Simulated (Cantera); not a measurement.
Feed: 1 mol Fe, 1.2 mol CO2, 49 mol N2, at 1052 °C and 450 Pa.

Cantera equilibrium calculation (NASA polynomials, part measured and part estimated; ideal gas, pure solids and liquids). Candidate condensed phases: C, Fe, Fe(CO)5, FeO, Fe2O3, Fe3O4; 27 gas species. The tables' stoichiometric FeO is somewhat more stable than real wüstite, so its field is too wide. FeO: taken at fixed stoichiometry. Equilibrium is a limit: real reactors are often held back by kinetics, nucleation or transport.

Base state: N2 0.976, CO 0.0199, CO2 0.00398 (mole fractions); condensed: FeO(s).

Question: What changes in the equilibrium state with this change: CO2 from 1.2 to 0.47 mol?

Answer: 
```csv
species,before,after
N2,0.976,0.990
CO,0.0199,0.00803
CO2,0.00398,0.00147
"FeO(s), mol",1.000,0.397
"Fe(γ), mol",0,0.602
```
Mutual solubility and eutectic melting of coexisting phases are not modelled.

Question: What changes in the equilibrium state with this change: temperature from 1052 °C to 1627 °C?

Answer: 
| species | before | after |
|---|---|---|
| N2 | 0.976 | 0.971 |
| CO | 0.0199 | 0.0152 |
| CO2 | 0.00398 | 0.00862 |
| Fe | 4.45e-7 | 0.00478 |
| FeO | <1e-9 | 0.000177 |
| NO | <1e-9 | 6.45e-5 |
| O2 | <1e-9 | 2.16e-5 |
| FeO(s), mol | 1.000 | 0 |
| FeO(l), mol | 0 | 0.750 |
